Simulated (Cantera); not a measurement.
Cantera run, input and output.

```python
import numpy as np
import cantera as ct

surf = ct.Interface("diamond.yaml", "diamond_100")
gas, bulk = surf.adjacent["gas"], surf.adjacent["diamond"]
k = surf.kinetics_species_index(bulk.species_names[0])
cover = ["c6HH", "c6H*", "c6*H", "c6**", "c6HM", "c6B"]

rows, drift = [], 0.0
print(f"{'xCH3':>10s}{'um/h':>11s}" + "".join(f"{s:>11s}" for s in cover))
for v in [1e-06, 2.3e-06, 5.1e-06, 1.2e-05, 2.6e-05, 5.9e-05, 0.00013, 0.0003, 0.00068]:
    T, P, xH, xCH3 = 1375, 10000, 0.0011, v
    gas.TPX = T, P, {"H": xH, "CH3": xCH3, "CH4": 0.009, "H2": 1 - xH - xCH3 - 0.009}
    surf.TP = bulk.TP = T, P
    surf.coverages = "c6H*:0.1, c6HH:0.9"
    surf.advance_coverages(100.0)
    before = surf.coverages
    surf.advance_coverages(100.0)
    drift = max(drift, np.max(np.abs(surf.coverages - before) / (surf.coverages + 1e-9)))
    rate = surf.net_production_rates[k] * bulk.mean_molecular_weight / bulk.density * 3.6e9
    rows.append([rate, *surf[cover].coverages])
    print(f"{v:10.4g}{rate:11.4e}" + "".join(f"{x:11.3e}" for x in rows[-1][1:]))
```

Output:

```
      xCH3       um/h       c6HH       c6H*       c6*H       c6**       c6HM        c6B
     1e-06 9.9631e-03  4.047e-01  5.354e-02  5.081e-01  3.366e-02  9.080e-07  2.704e-11
   2.3e-06 2.2912e-02  4.047e-01  5.353e-02  5.081e-01  3.366e-02  2.088e-06  6.217e-11
   5.1e-06 5.0792e-02  4.047e-01  5.353e-02  5.081e-01  3.365e-02  4.630e-06  1.378e-10
   1.2e-05 1.1943e-01  4.047e-01  5.353e-02  5.081e-01  3.362e-02  1.089e-05  3.241e-10
   2.6e-05 2.5842e-01  4.046e-01  5.352e-02  5.080e-01  3.358e-02  2.359e-05  7.013e-10
   5.9e-05 5.8459e-01  4.046e-01  5.351e-02  5.079e-01  3.347e-02  5.348e-05  1.586e-09
   0.00013 1.2795e+00  4.045e-01  5.348e-02  5.076e-01  3.323e-02  1.176e-04  3.472e-09
    0.0003 2.9062e+00  4.042e-01  5.341e-02  5.069e-01  3.268e-02  2.700e-04  7.886e-09
   0.00068 6.3646e+00  4.036e-01  5.326e-02  5.055e-01  3.152e-02  6.053e-04  1.727e-08
```

Detailed kinetics in Cantera: the Harris–Goodwin 1993 mechanism for the reconstructed diamond (100) surface.
